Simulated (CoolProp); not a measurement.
The numbers come from the reference Helmholtz-energy equation of state, Colonna 2008 in CoolProp. It is a short technical equation, of lower accuracy than the large ones.

**Question.** For dodecamethylcyclohexasiloxane (D6), give the phase and the Z, cv (kJ/(kg K)), speed of sound (m/s), expansivity (1/kK) at 596.1 K and 32.3 bar.

**Answer.** 
- 596.1 K and 32.3 bar: liquid; Z 0.460, cv 1.94, speed of sound 262, expansivity 2.35
